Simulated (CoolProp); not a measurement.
A Linde-Hampson liquefier for CF4 (R14): isothermal reversible compression at 300 K from 1 atm to 20 MPa, throttling to 1 atm, return gas leaving the recuperator 5 K below the feed. Each further row changes one setting.

Computed with CoolProp (reference Helmholtz-energy equation of state, Platzer 1990). This equation is an older, rougher fit; its heat capacities, sound speeds and derivatives of the liquid may be far off and weren't checked against measurements.

```tsv
case	liquid yield per pass	compression work (kJ/kg of gas)
as stated	?	135
high pressure 40 MPa	?	154
warm-end temperature 330 K	?	154
warm-end gap 10 K	?	135
```

### Question
Fill in the missing entries.

### Answer

- as stated, liquid yield per pass: 0.262
- high pressure 40 MPa, liquid yield per pass: 0.283
- warm-end temperature 330 K, liquid yield per pass: 0.194
- warm-end gap 10 K, liquid yield per pass: 0.251
